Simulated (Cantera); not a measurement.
## Premixed flame

A freely propagating, adiabatic, planar premixed flame of 7.92 % CH₄, 0.332 % CO, 19.2 % O₂, 72.5 % N₂, equivalence ratio 0.83, unburnt at 425 K and 1.00 bar; unity-Lewis-number transport, grid criteria slope 0.08 and curve 0.16, no radiation.

Detailed kinetics in Cantera: GRI-Mech 3.0 (53 species, 325 reactions). Unity Lewis numbers drop preferential diffusion, which matters most where H2 and H carry the flame. Burning velocities carry a grid error of a few per cent, more on coarse grids.

```tsv
z (mm)	T (K)	u (m/s)	x CH₄	x CO	x O₂	x C₂H₆	x CO₂	x NO
-1.34	425	0.474	0.0791	0.00333	0.192	2.87e-7	8.81e-6	<1e-8
-0.896	428	0.478	0.0790	0.00341	0.192	2.90e-6	8.91e-5	1.06e-8
-0.672	440	0.491	0.0783	0.00369	0.191	1.28e-5	0.000393	4.85e-8
-0.448	517	0.578	0.0741	0.00553	0.184	7.76e-5	0.00240	3.37e-7
-0.224	900	1.01	0.0515	0.0153	0.148	0.000389	0.0131	2.47e-6
-0.112	1275	1.45	0.0277	0.0257	0.110	0.000443	0.0246	5.10e-6
0	1656	1.89	0.00482	0.0345	0.0664	3.82e-5	0.0393	8.65e-6
0.112	1797	2.05	0.000152	0.0284	0.0477	5.36e-8	0.0518	1.23e-5
0.224	1854	2.11	2.93e-6	0.0214	0.0430	<1e-8	0.0593	1.48e-5
0.448	1925	2.18	<1e-8	0.0151	0.0396	<1e-8	0.0661	1.83e-5
0.896	2001	2.25	<1e-8	0.0103	0.0369	<1e-8	0.0714	2.32e-5
1.79	2063	2.31	<1e-8	0.00635	0.0348	<1e-8	0.0757	2.99e-5
3.58	2103	2.35	<1e-8	0.00353	0.0334	<1e-8	0.0788	3.86e-5
```
x: mole fraction of selected species; z is measured from the peak of heat release.

```yaml
laminar_burning_velocity: 47.4 cm/s
thermal_thickness: 0.448 mm
peak x(C₂H₆): 0.000485
grid_points: 136
```
